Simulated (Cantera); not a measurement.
# Catalytic stagnation flow on Pt

A jet of CH4 : O2 : N2 = 0.063 : 0.1 : 0.79 (molar parts) at 300 K and 0.434 atm hits a platinum plate 4 cm away at a mass flux of 0.15 kg/m²/s; the plate temperature is set and raised in steps from an oxygen-covered start.

Computed with Cantera and Deutschmann's 1995 Pt surface mechanism with GRI-Mech 3.0 gas chemistry. Catalytic surfaces can have several steady states; this one follows from the mechanism file's or the stated starting coverage.

```csv
plate T (K),wall x CH4,wall x O2,wall x H2O,wall x OH,wall x CO,wall x CO2,θ free Pt,θ H*,θ CO*,θ C*
900,0.0105,0.00407,0.102,<1e-8,0.0344,0.0281,0.354,0.000122,0.640,0.00549
950,0.00689,0.00279,0.108,<1e-8,0.0466,0.0180,0.443,0.000372,0.547,0.0104
1000,0.00445,0.00191,0.111,<1e-8,0.0537,0.0126,0.552,0.000973,0.431,0.0159
1050,0.00296,0.00136,0.109,<1e-8,0.0544,0.0137,0.675,0.00177,0.310,0.0137
1100,0.00214,0.00104,0.104,<1e-8,0.0501,0.0197,0.791,0.00235,0.199,0.00774
1150,0.00176,0.000896,0.0989,<1e-8,0.0435,0.0276,0.878,0.00263,0.115,0.00391
1200,0.00158,0.000834,0.0930,1.84e-8,0.0367,0.0357,0.933,0.00270,0.0620,0.00197
```
x: mole fraction at the wall; θ: surface coverage.
